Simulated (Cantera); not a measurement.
## Adiabatic ignition

An adiabatic, constant-pressure homogeneous reactor starts with CO : H2 : CH4 : O2 : N2 = 1 : 0.19 : 0.73 : 0.979 : 3.68 (molar parts), at 950 K and 10.0 bar.

Model: GRI-Mech 3.0 (53 species, 325 reactions), integrated in Cantera. Below about 1000 K GRI-Mech 3.0 lacks low-temperature oxidation paths.

| t (s) | T (K) | x CO | x H2 | x CH4 | x C2H6 | x C2H | x O2 | x H2O |
|---|---|---|---|---|---|---|---|---|
| 1.00e-6 | 950 | 0.152 | 0.0289 | 0.111 | <1e-12 | <1e-12 | 0.149 | 4.68e-11 |
| 2.89e-6 | 950 | 0.152 | 0.0289 | 0.111 | <1e-12 | <1e-12 | 0.149 | 1.66e-10 |
| 8.38e-6 | 950 | 0.152 | 0.0289 | 0.111 | <1e-12 | <1e-12 | 0.149 | 5.33e-10 |
| 2.42e-5 | 950 | 0.152 | 0.0289 | 0.111 | <1e-12 | <1e-12 | 0.149 | 1.79e-9 |
| 7.02e-5 | 950 | 0.152 | 0.0289 | 0.111 | 1.59e-12 | <1e-12 | 0.149 | 7.37e-9 |
| 0.000203 | 950 | 0.152 | 0.0289 | 0.111 | 2.30e-11 | <1e-12 | 0.149 | 4.31e-8 |
| 0.000588 | 950 | 0.152 | 0.0289 | 0.111 | 4.85e-10 | <1e-12 | 0.149 | 3.46e-7 |
| 0.00170 | 950 | 0.152 | 0.0289 | 0.111 | 2.13e-8 | <1e-12 | 0.149 | 4.00e-6 |
| 0.00492 | 951 | 0.152 | 0.0288 | 0.111 | 1.56e-6 | <1e-12 | 0.149 | 7.32e-5 |
| 0.0143 | 962 | 0.151 | 0.0283 | 0.111 | 3.35e-5 | <1e-12 | 0.148 | 0.000921 |
| 0.0412 | 2204 | 0.199 | 0.105 | 2.39e-9 | <1e-12 | <1e-12 | 2.05e-7 | 0.128 |
| 0.119 | 2204 | 0.199 | 0.105 | 2.37e-9 | <1e-12 | <1e-12 | 2.06e-7 | 0.128 |
| 0.346 | 2204 | 0.199 | 0.105 | 2.37e-9 | <1e-12 | <1e-12 | 2.06e-7 | 0.128 |
| 1.00 | 2204 | 0.199 | 0.105 | 2.37e-9 | <1e-12 | <1e-12 | 2.06e-7 | 0.128 |
x: mole fraction; the columns are a selection and need not sum to one.

```yaml
time_of_steepest_temperature_rise: 26.4 ms
temperature at 1.00 s: 2204 K
equilibrium_temperature: 2204 K
x(CO) at 1.00 s: 0.199 (gas-phase equilibrium 0.199)
x(H2) at 1.00 s: 0.105 (gas-phase equilibrium 0.105)
x(CH4) at 1.00 s: 2.37e-9 (gas-phase equilibrium 2.62e-9)
```
